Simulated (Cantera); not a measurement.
Feed: 1 mol (CH3)2SiCl2, 1.8 mol HCl, 1500 mol H2, held at 2000 °C and 9.30 mbar.

Method: chemical equilibrium by Gibbs-energy minimisation in Cantera with the NASA 1993 tables (ideal gas, pure condensed phases). Candidate condensed phases: C, C6H6, C7H8, C8H18, Si, SiC; 109 gas species. The feed counts by its element totals alone. Equilibrium is a limit: real reactors are often held back by kinetics, nucleation or transport.

Base state: H2 0.913, H 0.0832, HCl 0.00227, C2H2 (acetylene) 0.000618, Si 0.000595, Cl 0.000149, SiH 2.11e-5, SiC2 1.34e-5 (mole fractions); condensed: gas only.

### Question
What changes in the equilibrium state with this change: temperature from 2000 °C to 1375 °C?

### Answer
| species | before | after |
|---|---|---|
| H2 | 0.913 | 0.996 |
| HCl | 0.00227 | 0.00252 |
| H | 0.0832 | 0.000923 |
| Si | 0.000595 | 3.43e-7 |
| SiC2 | 1.34e-5 | 1.89e-9 |
| SiH | 2.11e-5 | 6.07e-8 |
| Cl | 0.000149 | 1.83e-6 |
| C(graphite), mol | 0 | 0.848 |
| SiC(s), mol | 0 | 0.999 |

### Question
What changes in the equilibrium state with this change: temperature from 2000 °C to 1250 °C?

### Answer
```tsv
species	before	after
H2	0.913	0.997
HCl	0.00227	0.00252
H	0.0832	0.000240
C2H2 (acetylene)	0.000618	1.18e-5
Si	0.000595	1.55e-8
SiC2	1.34e-5	<1e-9
SiH	2.11e-5	4.36e-9
Cl	0.000149	4.87e-7
CH4	7.42e-7	2.13e-5
C(graphite), mol	0	0.932
SiC(s), mol	0	1.000
```
